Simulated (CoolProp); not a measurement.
Vapour-liquid equilibrium of R125 (1) + R227EA (2) at 0.0965 MPa; x and y are mole fractions of (1).

Model: multi-fluid Helmholtz-energy mixture model, Lemmon 2005 and Lemmon 2016; pair parameters Bell 2016, in CoolProp.

```
x      bubble temperature (°C)  y at the bubble point  dew temperature at overall composition x (°C)  liquid density (mol/L)
-----  -----------------------  ---------------------  ---------------------------------------------  ----------------------
0.05                     -20.4                  0.160                                          -18.3                   9.272
0.125                    -24.4                  0.350                                          -19.7                   9.519
0.2                      -27.9                  0.494                                          -21.2                   9.766
0.275                    -31.0                  0.604                                          -22.7                   10.01
0.35                     -33.8                  0.690                                          -24.4                   10.26
0.425                    -36.3                  0.758                                          -26.1                   10.51
0.5                      -38.5                  0.812                                          -28.1                   10.77
0.575                    -40.5                  0.855                                          -30.2                   11.03
0.65                     -42.3                  0.891                                          -32.5                   11.30
0.725                    -44.0                  0.922                                          -35.0                   11.57
0.8                      -45.5                  0.947                                          -38.0                   11.85
0.875                    -46.9                  0.969                                          -41.5                   12.14
0.95                     -48.2                  0.988                                          -45.7                   12.44
```

No azeotrope shows between x = 0.05 and 0.95.

The pair parameters rest on a limited set of measurements; away from them the model extrapolates.
